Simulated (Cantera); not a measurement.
A closed system holds: 1 mol NF3, 0.078 mol H2, at 0.150 bar.

Cantera equilibrium calculation (NASA polynomials, part measured and part estimated; ideal gas, pure solids and liquids). Ions and electrons are included (thermal ionisation). Equilibrium is a limit: real reactors are often held back by kinetics, nucleation or transport.

Task: At 4000 K, list the 4 most abundant gas species with their mole fractions, and the condensed phases.

Result: F 0.815, N2 0.140, HF 0.0292, H 0.0147. Condensed: gas only.
